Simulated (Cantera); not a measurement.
Cantera run, input and output.

```python
import numpy as np
import cantera as ct

surf = ct.Interface("ptcombust.yaml", "Pt_surf")
gas = surf.adjacent["gas"]
gas.TPX = 775, 101325, {'CO': 0.028, 'O2': 0.031, 'N2': 0.79}
surf.TP = 775, 101325
reactor = ct.FlowReactor(gas, clone=False)
reactor.area = 0.0001  # m2
reactor.surface_area_to_volume_ratio = 1500  # 1/m
reactor.mass_flow_rate = 0.33 * reactor.area * gas.density  # inlet velocity 0.33 m/s
reactor.energy_enabled = False
wall = ct.ReactorSurface(surf, reactor, clone=False)
net = ct.ReactorNet([reactor])
net.rtol, net.atol = 1e-8, 1e-16
show, cover = ['CO', 'O2', 'H2O', 'CO2'], ['PT(S)', 'H(S)', 'O(S)', 'OH(S)', 'CO(S)', 'C(S)']

rows = []
print(f"{'z/m':>9s}{'u/(m/s)':>9s}" + "".join(f"{s:>13s}" for s in show + cover))
for z in [0.0002, 0.00042, 0.00091, 0.002, 0.0042, 0.0091, 0.02]:
    net.advance(z)
    rows.append([reactor.speed, *gas[show].X, *surf[cover].coverages])
    print(f"{z:9.4g}{rows[-1][0]:9.3g}" + "".join(f"{x:13.4e}" for x in rows[-1][1:]))
```

It prints:

```
      z/m  u/(m/s)           CO           O2          H2O          CO2        PT(S)         H(S)         O(S)        OH(S)        CO(S)         C(S)
   0.0002    0.329   2.9760e-02   3.4937e-02  -5.4090e-29   3.2735e-03   7.7381e-02   2.8884e-20   2.7888e-03   1.9030e-17   9.1983e-01   4.6781e-11
  0.00042    0.329   2.5952e-02   3.3071e-02  -6.7810e-28   7.1456e-03   8.2845e-02   1.4139e-20   3.0447e-03   1.0186e-17   9.1411e-01   4.5588e-11
  0.00091    0.327   1.5629e-02   2.8015e-02  -9.0869e-28   1.7641e-02   1.0687e-01   1.3241e-18   4.4145e-03   1.5335e-19   8.8872e-01   3.9433e-11
    0.002    0.325   3.0424e-05   2.0374e-02   1.0750e-28   3.3502e-02   5.0981e-02  -6.4859e-24   9.4900e-01  -2.2184e-18   1.8239e-05   1.7959e-18
   0.0042    0.325   8.3066e-09   2.0359e-02   2.1212e-33   3.3533e-02   5.0468e-02  -5.8314e-24   9.4953e-01  -2.0109e-18   4.8776e-09   4.7517e-22
   0.0091    0.325   1.5993e-16   2.0359e-02  -7.5761e-35   3.3533e-02   5.0468e-02  -5.7974e-24   9.4953e-01  -1.9992e-18   9.3972e-17   9.1546e-30
     0.02    0.325  -1.1891e-17   2.0359e-02  -7.6732e-35   3.3533e-02   5.0468e-02  -5.7246e-24   9.4953e-01  -1.9741e-18   8.8993e-34   4.8727e-44
```

Cantera simulation using Deutschmann's 1995 Pt surface mechanism with GRI-Mech 3.0 gas chemistry; the numbers are that mechanism's predictions, not measurements. Catalytic surfaces can have several steady states; this one follows from the mechanism file's or the stated starting coverage. Mass transfer to the wall is taken as infinitely fast.
